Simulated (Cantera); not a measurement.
A closed system holds: 1 mol Si₃N₄, 2.8 mol N₂O, 8.1 mol H₂, at 752 °C and 1.33 mbar.

Method: chemical equilibrium by Gibbs-energy minimisation in Cantera with the NASA 1993 tables (ideal gas, pure condensed phases). Candidate condensed phases: H₂O, Si, SiO₂, Si₂N₂O, Si₃N₄; 35 gas species. Mutual solubility and eutectic melting of coexisting phases are not modelled. Rates play no part.

Base state: H₂ 0.684, N₂ 0.315 (mole fractions); condensed: SiO₂(β-quartz) + Si₂N₂O(s).

Question: What changes in the equilibrium state with this change: temperature from 752 °C to 1927 °C?

Answer: 
```json
[
 {"species": "H₂", "before": "0.684", "after": "0.433"},
 {"species": "N₂", "before": "0.315", "after": "0.287"},
 {"species": "SiO", "before": "<1e-9", "after": "0.167"},
 {"species": "H", "before": "9.87e-8", "after": "0.101"},
 {"species": "Si", "before": "<1e-9", "after": "0.0118"},
 {"species": "SiH", "before": "<1e-9", "after": "0.000125"},
 {"species": "SiN", "before": "<1e-9", "after": "3.88e-5"},
 {"species": "SiO₂(β-quartz), mol", "before": "0.867", "after": "0"},
 {"species": "Si₂N₂O(s), mol", "before": "1.07", "after": "0"}
]
```
The tables' values for SiN are old estimates; treat these amounts as uncertain.

Question: What changes in the equilibrium state with this change: temperature from 752 °C to 1427 °C?

Answer: 
```csv
species,before,after
H₂,0.684,0.515
N₂,0.315,0.305
SiO,<1e-9,0.177
Si,<1e-9,0.000509
H,9.87e-8,0.00289
SiH,<1e-9,2.06e-5
Si₂N,<1e-9,1.12e-5
"SiO₂(β-quartz), mol",0.867,0
"Si₂N₂O(s), mol",1.07,0.0166
"Si(l), mol",0,0.174
```

Question: What changes in the equilibrium state with this change: temperature from 752 °C to 1450 °C?

Answer: 
```json
[
 {"species": "H₂", "before": "0.684", "after": "0.513"},
 {"species": "N₂", "before": "0.315", "after": "0.305"},
 {"species": "SiO", "before": "<1e-9", "after": "0.178"},
 {"species": "Si", "before": "<1e-9", "after": "0.000739"},
 {"species": "H", "before": "9.87e-8", "after": "0.00358"},
 {"species": "SiH", "before": "<1e-9", "after": "2.78e-5"},
 {"species": "Si₂N", "before": "<1e-9", "after": "1.47e-5"},
 {"species": "SiO₂(β-quartz), mol", "before": "0.867", "after": "0"},
 {"species": "Si₂N₂O(s), mol", "before": "1.07", "after": "0"},
 {"species": "Si(l), mol", "before": "0", "after": "0.187"}
]
```
